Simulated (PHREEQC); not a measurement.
Consider water at 85 °C with 0.24 mol MnSO4, 0.00044 mol NaF and 0.066 mol NaCl per kg of water. It is in equilibrium with CO2 at log p = -2 (atm). Otherwise closed; pH follows from the charge balance.

The numbers come from PHREEQC with the ion-association model, phreeqc.dat.

Each row changes one thing in this solution. This is a speciation only: nothing precipitates in the calculation.

```
case                                             pH  ionic strength (mol/kgw)  SO4-2 (mol/kgw)  Cl- (mol/kgw)  Na+ (mol/kgw)  NaSO4- (mol/kgw)  SI of Halite (NaCl)
---------------------------------------------  ----  ------------------------  ---------------  -------------  -------------  ----------------  -------------------
as made                                        5.34                     0.431           0.0902         0.0610         0.0595           0.00693                -4.42
MnSO4 replaced by NaHSO4 at the same molality  1.41                     0.381           0.0376         0.0660          0.292            0.0148                -3.68
NaCl from 0.066 to 0.33 mol/kgw                5.30                       [?]           0.0981          0.305          0.299            0.0312                -3.05
diluted 10-fold with water                     5.30                    0.0552           0.0121        0.00646        0.00643               [?]                -6.19
NaF from 0.00044 to 0.000484 mol/kgw           5.34                     0.431           0.0902         0.0610         0.0595           0.00693                -4.42
```

Task: Some entries are withheld; supply them.

Result: 
- NaCl from 0.066 to 0.33 mol/kgw, ionic strength (mol/kgw): 0.736
- diluted 10-fold with water, NaSO4- (mol/kgw): 0.000216

The ionic strength passes 0.7 mol/kgw, the rough limit of the ion-association models, in NaCl from 0.066 to 0.33 mol/kgw. Species that the database lacks are ignored. Constants without temperature data keep their 25 °C values here.
